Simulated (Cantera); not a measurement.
An isothermal, constant-pressure homogeneous reactor starts with CO : O2 : H2O : N2 = 0.0062 : 0.0081 : 0.00011 : 1 (molar parts), at 1448 K and 1.00 bar. Integrator tolerance rtol = 1e-08.

Cantera simulation using GRI-Mech 3.0 (53 species, 325 reactions); the numbers are that mechanism's predictions, not measurements.

Question: What does this change do: CO 0.0062 to 0.015 parts?

Answer: 
```csv
quantity,before,after
x(CO) at 7.00 s,2.09e-7 (gas-phase equilibrium 1.93e-7),1.23e-5 (gas-phase equilibrium 1.37e-6)
x(O2) at 7.00 s,0.00494 (gas-phase equilibrium 0.00486),0.000588 (gas-phase equilibrium 0.000564)
x(H2O) at 7.00 s,0.000108 (gas-phase equilibrium 0.000108),0.000108 (gas-phase equilibrium 0.000108)
x(OH) at 7.00 s,6.53e-7 (gas-phase equilibrium 6.31e-7),1.07e-6 (gas-phase equilibrium 3.67e-7)
x(CO2) at 7.00 s,0.00613 (gas-phase equilibrium 0.00613),0.0148 (gas-phase equilibrium 0.0148)
x(H2O2) at 7.00 s,1.23e-12 (gas-phase equilibrium 1.15e-12),3.30e-12 (gas-phase equilibrium <1e-12)
```
